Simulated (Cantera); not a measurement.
A closed system holds: 1 mol C₃H₆, 0.025 mol O₂, 1.7 mol H₂, held at 2400000 Pa.

These are equilibrium values from Cantera (NASA tables, ideal gas, pure condensed phases), not measurements of a reactor. Candidate condensed phases: C, C₆H₆, C₇H₈, C₈H₁₈, H₂O; 110 gas species. Kinetics and transport are ignored.

x: gas mole fraction; n: condensed amount in mol.

| T (K) | x H₂ | x C₂H₂ (acetylene) | x CH₄ | x H | x CO | x C₄H₂ | n C(graphite) |
|---|---|---|---|---|---|---|---|
| 1648 | 0.959 | 4.29e-5 | 0.0296 | 1.78e-5 | 0.0107 | 7.47e-10 | 2.81 |
| 1748 | 0.968 | 0.000109 | 0.0207 | 4.59e-5 | 0.0107 | 4.85e-9 | 2.85 |
| 1848 | 0.974 | ___ | ___ | ___ | 0.0106 | ___ | 2.88 |
| 1948 | 0.977 | 0.000527 | 0.0112 | 0.000228 | 0.0106 | 1.14e-7 | 2.89 |
| 2048 | 0.979 | 0.00103 | 0.00862 | 0.000452 | 0.0106 | 4.34e-7 | 2.90 |
| 2148 | 0.980 | 0.00188 | 0.00679 | 0.000842 | 0.0106 | 1.46e-6 | 2.90 |
| 2248 | 0.979 | 0.00324 | 0.00546 | 0.00148 | 0.0106 | 4.39e-6 | 2.89 |
| 2348 | 0.977 | ___ | ___ | ___ | 0.0106 | ___ | 2.88 |
| 2448 | 0.973 | 0.00841 | 0.00371 | 0.00401 | 0.0105 | 3.00e-5 | 2.85 |
| 2548 | 0.967 | 0.0128 | 0.00312 | 0.00621 | 0.0105 | 6.96e-5 | 2.81 |
| 2648 | 0.958 | 0.0187 | 0.00264 | 0.00929 | 0.0105 | 0.000151 | 2.75 |
| 2748 | 0.946 | 0.0264 | 0.00225 | 0.0135 | 0.0105 | 0.000307 | 2.67 |
| 2848 | 0.930 | 0.0363 | 0.00192 | 0.0190 | 0.0104 | 0.000591 | 2.57 |
| 2948 | 0.911 | 0.0486 | 0.00164 | 0.0261 | 0.0104 | 0.00108 | 2.44 |

### Question
Some entries are withheld; supply them.

### Answer

- 1848, x C₂H₂ (acetylene): 0.000251
- 1848, x CH₄: 0.0150
- 1848, x H: 0.000107
- 1848, x C₄H₂: 2.56e-8
- 2348, x C₂H₂ (acetylene): 0.00534
- 2348, x CH₄: 0.00447
- 2348, x H: 0.00249
- 2348, x C₄H₂: 1.20e-5
